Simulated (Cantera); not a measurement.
Input: 1 mol Si₂Cl₆, 22 mol NH₃, 18 mol H₂, 0.8 mol N₂.

Method: chemical equilibrium by Gibbs-energy minimisation in Cantera with the NASA 1993 tables (ideal gas, pure condensed phases). Candidate condensed phases: NH₄Cl, Si, Si₃N₄; 28 gas species. The feed counts by its element totals alone. The tables' values for SiCl₃ are old estimates. Equilibrium is a limit: real reactors are often held back by kinetics, nucleation or transport.

Stable condensed phases, one row left out:

```
T in K \ P in Pa
              5     17     59    210    710   2400   8400  29000 100000
   2098       A      A      A      A      A      B      B      B      B
   1998       A      A      A      A      B      B      B      B      C
   1898       A      A      A      B      B      B      B      C      C
   1798       A      A      B      B      B      B      C      C      C
   1698       A      B      B      B      B      C      C      C      C
   1598       B      B      B      C      C      C      C      C      C
   1498       B      B      C      C      C      C      C      C      C
   1298       C      C      C      C      C      C      C      C      C
   1198       C      C      C      C      C      C      C      C      C
   1098       C      C      C      C      C      C      C      C      C
```

A: gas only; B: Si; C: Si₃N₄.

Give the row for 1398 K.

5: Si₃N₄; 17: Si₃N₄; 59: Si₃N₄; 210: Si₃N₄; 710: Si₃N₄; 2400: Si₃N₄; 8400: Si₃N₄; 29000: Si₃N₄; 100000: Si₃N₄.
